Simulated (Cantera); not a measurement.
Input: 1 mol SiH4, 3.4 mol N2, equilibrated at 1075 K and 100 Torr.

Cantera equilibrium calculation (NASA polynomials, part measured and part estimated; ideal gas, pure solids and liquids). Candidate condensed phases: Si, Si3N4; 18 gas species. N2 is the only nitrogen source here; it is nearly inert below about 1500 K, so the nitride shown seldom forms there in practice. Equilibrium is a limit: real reactors are often held back by kinetics, nucleation or transport.

Question: What is the equilibrium state?

Answer: 
```
Item                                 Result
--------------------------------  ---------
x(N2)                                 0.577
x(H2)                                 0.423
x(NH3)                              1.02e-5
n(Si3N4(s))                       0.333 mol
gas amount                        4.733 mol
log10 activity of Si(s) (absent)      -5.54
```
